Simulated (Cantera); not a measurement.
Input: 1 mol Fe(CO)₅, 2.1 mol H₂, 60 mol N₂, equilibrated at 97.0 Pa.

Equilibrium computed with Cantera from the NASA thermochemical tables; the gas is ideal and each condensed phase is pure. Candidate condensed phases: C, C₆H₆, C₇H₈, C₈H₁₈, Fe, Fe(CO)₅, FeO, Fe(OH)₂, Fe(OH)₃, Fe₂O₃, Fe₃O₄, H₂O; 140 gas species. Condensed phases not in the tables: cementite and carbon dissolved in iron. Equilibrium is a limit: real reactors are often held back by kinetics, nucleation or transport.

x: gas mole fraction; n: condensed amount in mol.

```json
[
 {"T (K)": "775", "x N₂": "0.895", "x CO": "0.0722", "x H₂": "0.0312", "x CO₂": "___", "n C(graphite)": "0.0837", "n Fe(α)": "1.00", "n Fe(γ)": "0"},
 {"T (K)": "875", "x N₂": "0.894", "x CO": "0.0744", "x H₂": "0.0313", "x CO₂": "___", "n C(graphite)": "0.00446", "n Fe(α)": "1.00", "n Fe(γ)": "0"},
 {"T (K)": "975", "x N₂": "0.894", "x CO": "0.0745", "x H₂": "0.0313", "x CO₂": "___", "n C(graphite)": "0", "n Fe(α)": "1.00", "n Fe(γ)": "0"},
 {"T (K)": "1075", "x N₂": "0.894", "x CO": "0.0745", "x H₂": "0.0313", "x CO₂": "___", "n C(graphite)": "0", "n Fe(α)": "1.00", "n Fe(γ)": "0"},
 {"T (K)": "1175", "x N₂": "0.894", "x CO": "0.0745", "x H₂": "0.0313", "x CO₂": "___", "n C(graphite)": "0", "n Fe(α)": "1.000", "n Fe(γ)": "0"},
 {"T (K)": "1275", "x N₂": "0.894", "x CO": "0.0745", "x H₂": "0.0313", "x CO₂": "___", "n C(graphite)": "0", "n Fe(α)": "0", "n Fe(γ)": "1.000"},
 {"T (K)": "1375", "x N₂": "0.894", "x CO": "0.0745", "x H₂": "0.0313", "x CO₂": "___", "n C(graphite)": "0", "n Fe(α)": "0", "n Fe(γ)": "0.999"},
 {"T (K)": "1475", "x N₂": "0.894", "x CO": "0.0745", "x H₂": "0.0313", "x CO₂": "___", "n C(graphite)": "0", "n Fe(α)": "0", "n Fe(γ)": "0.994"}
]
```

Problem. Fill in the missing entries.

Solution. 
- 775, x CO₂: 0.00115
- 875, x CO₂: 5.77e-5
- 975, x CO₂: 5.17e-6
- 1075, x CO₂: 1.19e-6
- 1175, x CO₂: 9.47e-7
- 1275, x CO₂: 7.81e-7
- 1375, x CO₂: 6.62e-7
- 1475, x CO₂: 5.73e-7
